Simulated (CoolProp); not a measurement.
Vapour-liquid equilibrium of n-heptane (1) + n-dodecane (2) at 5.86 kPa; x and y are mole fractions of (1).

Values from CoolProp's multi-fluid Helmholtz-energy mixture model, Span 2003 and Lemmon 2004; pair parameters Bell 2016.

```csv
x,"bubble temperature, mixture model (°C)","bubble temperature, Raoult's law (°C)","y, mixture model","y, Raoult's law"
0.05,95.8,93.9,0.730,0.756
0.125,72.7,72.1,0.927,0.930
0.2,60.0,60.3,0.969,0.968
0.275,51.7,52.5,0.984,0.983
0.35,45.8,46.9,?,0.989
0.425,41.3,42.4,0.994,0.993
0.5,?,38.8,0.996,0.995
0.575,34.8,35.7,0.997,0.997
0.65,?,33.1,0.998,0.998
0.725,?,30.8,0.999,0.999
0.8,28.5,28.7,0.999,0.999
0.875,26.8,26.9,0.999,1.000
0.95,25.2,25.3,1.000,1.000
```

Question: Some entries are withheld; supply them.

Answer: 
- 0.35, y, mixture model: 0.990
- 0.5, bubble temperature, mixture model (°C): 37.7
- 0.65, bubble temperature, mixture model (°C): 32.4
- 0.725, bubble temperature, mixture model (°C): 30.3

The largest gap from Raoult's law is +1.9 K in bubble temperature, at x = 0.05. No azeotrope shows between x = 0.05 and 0.95.

Pair parameters are fitted to limited data, so mixtures are less certain than the pure fluids. The gap from Raoult's law changes sign with composition, which may be real or a fault of the pair parameters; it wasn't checked against measurements.
